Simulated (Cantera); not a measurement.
Input: 1 mol TiO2, 0.58 mol C, a varied amount of H2, equilibrated at 1073 K and 1.73 Torr.

These are equilibrium values from Cantera (NASA tables, ideal gas, pure condensed phases), not measurements of a reactor. Candidate condensed phases: C, C6H6, C7H8, C8H18, H2O, Ti, TiC, TiO, TiO2, Ti2O3, Ti3O5, Ti4O7; 113 gas species. Mutual solubility and eutectic melting of coexisting phases are not modelled. The numbers say what is thermodynamically allowed, not how fast it happens.

Q: At 13 mol H2, list the 3 most abundant gas species with their mole fractions, and the condensed phases.

A: H2 0.971, CO 0.0284, CH4 9.97e-5. Condensed: C(graphite) + Ti2O3(s) + Ti3O5(s).
